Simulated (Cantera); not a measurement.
An isothermal, constant-pressure homogeneous reactor starts with CH₄ : H₂ = 1 : 28 (molar parts), at 2023 K and 50.0 Pa. Integrator tolerance rtol = 1e-08.

Computed with Cantera and GRI-Mech 3.0 (53 species, 325 reactions). GRI-Mech 3.0 stops at C3 and has no aromatics, soot or wall deposition, so with more carbon than oxygen in the feed, carbon stays in small species such as C2H2 where larger ones or solid carbon would form. Radical loss at walls, strong at low pressure, is not modelled.

What does this change do: pressure from 50.0 Pa to 34000 Pa?


```
quantity                                            before                                      after
-----------------  ---------------------------------------  -----------------------------------------
x(CH₄) at 30.0 s   1.94e-5 (gas-phase equilibrium 7.21e-7)  0.000560 (gas-phase equilibrium 0.000560)
x(H₂) at 30.0 s        0.956 (gas-phase equilibrium 0.903)        0.980 (gas-phase equilibrium 0.980)
x(CH₃) at 30.0 s   1.10e-5 (gas-phase equilibrium 1.27e-6)    3.64e-5 (gas-phase equilibrium 3.64e-5)
x(C₂H₂) at 30.0 s    0.0164 (gas-phase equilibrium 0.0160)      0.0163 (gas-phase equilibrium 0.0163)
x(C₂H₄) at 30.0 s  1.97e-7 (gas-phase equilibrium 4.25e-8)    3.21e-5 (gas-phase equilibrium 3.21e-5)
x(H) at 30.0 s       0.0275 (gas-phase equilibrium 0.0813)    0.00325 (gas-phase equilibrium 0.00325)
```
